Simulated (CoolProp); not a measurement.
Model: reference Helmholtz-energy equation of state, Gao 2020, in CoolProp.

Task: Give the vapour pressure (kPa), vapour density (kg/m³), liquid cp (kJ/(kg K)), liquid viscosity (µPa s) of saturated ammonia at 343.6 K.

Result: 
```csv
T (K),p (kPa),vapour density (kg/m³),liquid cp (kJ/(kg K)),liquid viscosity (µPa s)
343.6,3350,26.7,5.48,85.6
```

Viscosity comes from a separate model (Fenghour 1995).
